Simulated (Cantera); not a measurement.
A perfectly stirred reactor is fed with 5.23 % H2, 58.1 % O2, 36.6 % N2, at 1.13 Torr; it is held at 1273 K, and followed from long to short residence time.

Model: the H2/O2 subset of GRI-Mech 3.0, which has no nitrogen chemistry, integrated in Cantera. Radical loss at walls, strong at low pressure, is not modelled. The temperature is held fixed by assumption; the heat of reaction is taken as removed at once.

x: mole fraction; the columns are a selection and need not sum to one.

```csv
τ (s),x H2,x O2,x H2O,x HO2,x H2O2
26,0.000358,0.563,0.0514,1.75e-7,7.51e-9
7.2,___,0.557,0.0493,___,8.32e-9
2.0,___,0.549,0.0466,2.37e-7,8.45e-9
0.54,0.00144,0.544,0.0444,2.46e-7,8.53e-9
0.15,0.00207,0.543,0.0428,2.51e-7,9.26e-9
0.040,0.00406,0.545,0.0400,2.59e-7,1.17e-8
0.011,0.0101,0.551,0.0335,2.61e-7,1.59e-8
0.0030,0.0269,0.564,0.0190,2.32e-7,1.51e-8
```

Question: Complete the blanks.

Answer: 
- 7.2, x H2: 0.000681
- 7.2, x HO2: 2.15e-7
- 2.0, x H2: 0.00106
